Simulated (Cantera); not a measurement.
Stirred combustor or abatement burner

A perfectly stirred reactor is fed with 3.89 % CH4, 0.856 % C2H6, 1.63 % C3H8, 19.7 % O2, 74.0 % N2, equivalence ratio 0.96, at 5.00 bar; it is adiabatic with a 425 K inlet, and is followed from long to short residence time, starting on the burning branch (τ in s: 0.31, 0.15, 0.072, 0.035, 0.017, 0.008, 0.0038, 0.0018, 0.00089, 0.00043, 0.0002, 9.8e-05).

Detailed kinetics in Cantera: GRI-Mech 3.0 (53 species, 325 reactions). GRI-Mech 3.0 was tuned for natural gas; its chemistry of propane as a main component is partial and can be far from experiment.

```csv
τ (s),T (K),x CH4,x C2H6,x C3H8,x O,x CH2CO
0.31,2324,1.58e-7,2.86e-9,6.71e-9,0.000242,8.43e-9
0.15,2324,3.20e-7,5.87e-9,1.38e-8,0.000248,1.74e-8
0.072,2323,6.46e-7,1.21e-8,2.84e-8,0.000258,3.63e-8
0.035,2321,1.27e-6,2.47e-8,5.74e-8,0.000275,7.43e-8
0.017,2317,2.42e-6,5.03e-8,1.15e-7,0.000304,1.52e-7
0.0080,2308,4.57e-6,1.05e-7,2.36e-7,0.000357,3.15e-7
0.0038,2293,8.19e-6,2.16e-7,4.68e-7,0.000446,6.38e-7
0.0018,2270,1.42e-5,4.40e-7,9.05e-7,0.000593,1.27e-6
0.00089,2241,2.35e-5,8.45e-7,1.64e-6,0.000802,2.37e-6
0.00043,2204,3.99e-5,1.64e-6,2.98e-6,0.00110,4.43e-6
0.00020,2155,7.21e-5,3.26e-6,5.58e-6,0.00150,8.41e-6
9.8e-5,2100,0.000132,6.30e-6,1.03e-5,0.00191,1.53e-5
```
x: mole fraction; the columns are a selection and need not sum to one.
